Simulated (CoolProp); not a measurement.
CF4 (R14) at 260.86 K and 0.583 MPa flows at 5.4 m/s in a round tube of 20 mm bore and 45 µm roughness, fully developed (64/Re and Nu = 3.66 if laminar; Colebrook and Gnielinski if turbulent). Each further row changes one setting.

Computed with CoolProp (reference Helmholtz-energy equation of state, Platzer 1990). This equation is an older, rougher fit.

```json
[
 {"case": "as stated", "Reynolds number": "169000", "Darcy friction factor": "0.0251", "pressure drop (Pa/m)": "449", "heat-transfer coefficient (W/(m² K))": "305", "mass flow (kg/h)": "150"},
 {"case": "velocity 10.8 m/s", "Reynolds number": "339000", "Darcy friction factor": "0.0247", "pressure drop (Pa/m)": "1760", "heat-transfer coefficient (W/(m² K))": "601", "mass flow (kg/h)": "299"},
 {"case": "diameter 40 mm", "Reynolds number": "339000", "Darcy friction factor": "0.0210", "pressure drop (Pa/m)": "188", "heat-transfer coefficient (W/(m² K))": "253", "mass flow (kg/h)": "599"}
]
```

Viscosity comes from a separate model (Huber 2003), an estimate that may be off by 10 % or more. Thermal conductivity comes from a separate model (Huber 2003), an estimate that may be off by 10 % or more.
